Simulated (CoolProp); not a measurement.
Vapour-liquid equilibrium of carbon dioxide (1) + isopentane (2) at 276.6 K; x and y are mole fractions of (1).

The numbers come from the multi-fluid Helmholtz-energy mixture model, Span 1996 and Lemmon 2006; pair parameters Kunz 2012 in CoolProp.

| x | bubble pressure, mixture model (bar) | bubble pressure, Raoult's law (bar) | y, mixture model | y, Raoult's law |
|---|---|---|---|---|
| 0.05 | 2.953 | 2.287 | 0.861 | 0.834 |
| 0.125 | 6.753 | 5.118 | 0.937 | 0.932 |
| 0.2 | 10.32 | 7.949 | 0.957 | 0.960 |
| 0.275 | 13.51 | 10.78 | 0.966 | 0.973 |
| 0.35 | 16.27 | 13.61 | 0.972 | 0.981 |
| 0.425 | 18.65 | 16.44 | 0.975 | 0.986 |
| 0.5 | 20.73 | 19.27 | 0.978 | 0.990 |
| 0.575 | 22.66 | 22.10 | 0.980 | 0.992 |
| 0.65 | 24.59 | 24.93 | 0.982 | 0.994 |
| 0.725 | 26.66 | 27.76 | 0.984 | 0.996 |
| 0.8 | 29.05 | 30.59 | 0.987 | 0.997 |
| 0.875 | 31.91 | 33.43 | 0.991 | 0.999 |
| 0.95 | 35.40 | 36.26 | 0.996 | 0.999 |

The largest gap from Raoult's law is +31.9 % in bubble pressure, at x = 0.125. No azeotrope shows between x = 0.05 and 0.95.

Pair parameters are fitted to limited data, so mixtures are less certain than the pure fluids. The gap from Raoult's law changes sign with composition, which may be real or a fault of the pair parameters; it wasn't checked against measurements.
